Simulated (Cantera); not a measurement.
Input (Python, Cantera) and output of one run.

```python
import numpy as np
import cantera as ct

gas_names = """
    B BH BH2 BH3 BN BO BO2 B2 B2O B2O2 B2O3 B3O3H3 H HBO HBO2 HNO HNO2 HNO3 HO2 H2 H2O H2O2 H3B3O6 N NH
    NH2 NH3 NH2OH NO NO2 NO3 N2 N2H2 N2H4 N2O O OH O2 O3
""".split()
cond_names = """
    B(b) B(L) BN(s) B2O3(L) B3O3H3(cr) H2O(s) H2O(L)
""".split()


# ... load() reads the species with a 1 bar reference pressure and builds the phases ...
atoms = {
    'BN': {'B': 1, 'N': 1},
    'H2O': {'H': 2, 'O': 1},
}
top_T = {'BN(s)': 3200}  # K; cautious upper limits of use, not melting points


# ... equilibrate(T, P, feed) seeds the gas with the atoms and calls Mixture.equilibrate('TP', solver="vcs", rtol=1e-11, max_steps=5000) ...
results = []
feed = {'BN': 1, 'H2O': 0.12}  # mol
T = 1825  # K
for P in [1, 4.2, 18, 75, 320, 1300, 5600, 24000, 100000]:
    mix = equilibrate(T, P, feed)
    results.append((T, P, feed, dict(zip(mix.species_names, mix.species_moles))))

top = {s: max(r[3][s] / sum(r[3][g] for g in gas_names) for r in results) for s in gas_names}
cols = sorted((s for s in top if top[s] > 0.0001), key=lambda s: -top[s])[:6]
seen = [c for c in cond_names if any(r[3].get(c, 0) > 1e-12 for r in results)]
print("log10 of partial pressures in bar; condensed amounts in mol")
print(f"{'P/Pa':>10s}" + "".join(f"{s[:9]:>10s}" for s in cols + seen))
for T, P, feed, n in results:
    ng = sum(n[g] for g in gas_names)
    print(f"{P:10.4g}" + "".join(f"{np.log10(max(n[s] / ng * P / 1e5, 1e-99)):10.3f}" for s in cols)
          + "".join(f"{n.get(c, 0):10.4g}" for c in seen))
```

It prints:

```
log10 of partial pressures in bar; condensed amounts in mol
      P/Pa        H2        N2        BO      B2O2       HBO      B2O3      B(b)     BN(s)   B2O3(L)
         1    -5.895    -5.173    -5.910    -7.025    -6.740   -10.090    0.8773  0.001488         0
       4.2    -4.801    -5.029    -5.123    -5.452    -5.406    -7.657         0    0.8798         0
        18    -4.140    -4.376    -4.731    -4.667    -4.683    -6.153         0     0.881         0
        75    -3.495    -3.750    -4.404    -4.013    -4.034    -4.860         0     0.885         0
       320    -2.831    -3.132    -4.138    -3.482    -3.437    -3.754         0    0.8945         0
      1300    -2.188    -2.546    -3.949    -3.103    -2.926    -2.893         0    0.9056         0
      5600    -1.489    -1.910    -3.863    -2.931    -2.490    -2.316         0    0.9156   0.01277
   2.4e+04    -0.781    -1.242    -3.974    -3.154    -2.247    -2.316         0    0.9197   0.03241
     1e+05    -0.141    -0.612    -4.079    -3.364    -2.032    -2.316         0    0.9205   0.03698
```

Method: chemical equilibrium by Gibbs-energy minimisation in Cantera with the NASA 1993 tables (ideal gas, pure condensed phases). Mutual solubility and eutectic melting of coexisting phases are not modelled. The tables' values for BH2 are old estimates; treat these amounts as uncertain.
